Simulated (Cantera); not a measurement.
An adiabatic, constant-pressure homogeneous reactor starts with 20.0 % H₂, 6.65 % O₂, 73.3 % N₂, 0.134 % NO, at 1725 K and 9.57 atm.

Detailed kinetics in Cantera: GRI-Mech 3.0 (53 species, 325 reactions). The hydrogen kinetics of GRI-Mech 3.0 are dated; newer H2 mechanisms differ, most at raised pressure.

x: mole fraction; the columns are a selection and need not sum to one.

| t (s) | T (K) | x H₂ | x O₂ | x NO | x N₂ | x H | x N₂O |
|---|---|---|---|---|---|---|---|
| 2.00e-6 | 2111 | 0.0644 | 0.00494 | 0.00139 | 0.752 | 0.0508 | … |
| 5.87e-6 | 2467 | 0.0681 | 0.00102 | 0.00146 | 0.773 | 0.0179 | … |
| 1.72e-5 | 2584 | 0.0697 | 0.000177 | 0.00144 | 0.780 | 0.00697 | … |
| 5.05e-5 | 2617 | 0.0703 | 5.20e-5 | 0.00135 | 0.783 | 0.00383 | … |
| 0.000148 | 2621 | 0.0701 | 4.56e-5 | 0.00114 | 0.783 | 0.00359 | … |
| 0.000435 | 2623 | 0.0698 | 4.71e-5 | 0.000793 | 0.783 | 0.00361 | … |
| 0.00128 | 2626 | 0.0695 | 4.85e-5 | 0.000507 | 0.783 | 0.00363 | 7.97e-8 |
| 0.00374 | 2626 | 0.0695 | 4.88e-5 | 0.000434 | 0.783 | 0.00364 | 7.50e-8 |
| 0.0110 | 2626 | 0.0695 | 4.88e-5 | 0.000433 | 0.783 | 0.00364 | 7.49e-8 |
| 0.0322 | 2626 | 0.0695 | 4.88e-5 | 0.000433 | 0.783 | 0.00364 | 7.49e-8 |
| 0.0945 | 2626 | 0.0695 | 4.88e-5 | 0.000433 | 0.783 | 0.00364 | 7.49e-8 |
| 0.277 | 2626 | 0.0695 | 4.88e-5 | 0.000433 | 0.783 | 0.00364 | 7.49e-8 |
| 0.813 | 2626 | 0.0695 | 4.88e-5 | 0.000433 | 0.783 | 0.00364 | 7.49e-8 |
| 2.39 | 2626 | 0.0695 | 4.88e-5 | 0.000433 | 0.783 | 0.00364 | 7.49e-8 |
| 7.00 | 2626 | 0.0695 | 4.88e-5 | 0.000433 | 0.783 | 0.00364 | 7.49e-8 |

### Question
What belongs in the gaps?

### Answer

- 2.00e-6, x N₂O: 1.84e-7
- 5.87e-6, x N₂O: 1.35e-7
- 1.72e-5, x N₂O: 1.51e-7
- 5.05e-5, x N₂O: 1.79e-7
- 0.000148, x N₂O: 1.50e-7
- 0.000435, x N₂O: 1.05e-7
